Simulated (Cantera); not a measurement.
Standard-state values (1 bar) from the NASA 1993 polynomials, evaluated with Cantera. Values are per mole of reaction as written; species without (g) are pure solids or liquids, kept so even where they would boil at 1 bar.

N2(g) + B2O3(g) = 2 BN + 3 O(g)

```
T (K)  ΔH° (kJ)  ΔS° (J/K)  ΔG° (kJ)  log10 K
-----  --------  ---------  --------  -------
1450          …          …         …        …
1650          …          …         …        …
1850     1113.9       71.9     981.0   -27.70
2050          …          …         …        …
2250          …          …         …        …
```

Q: What belongs in the gaps?

A: 
- 1450, ΔH° (kJ): 1104.9
- 1450, ΔS° (J/K): 66.4
- 1450, ΔG° (kJ): 1008.7
- 1450, log10 K: -36.34
- 1650, ΔH° (kJ): 1109.5
- 1650, ΔS° (J/K): 69.3
- 1650, ΔG° (kJ): 995.1
- 1650, log10 K: -31.50
- 2050, ΔH° (kJ): 1118.2
- 2050, ΔS° (J/K): 74.1
- 2050, ΔG° (kJ): 966.4
- 2050, log10 K: -24.62
- 2250, ΔH° (kJ): 1122.3
- 2250, ΔS° (J/K): 76.0
- 2250, ΔG° (kJ): 951.4
- 2250, log10 K: -22.09
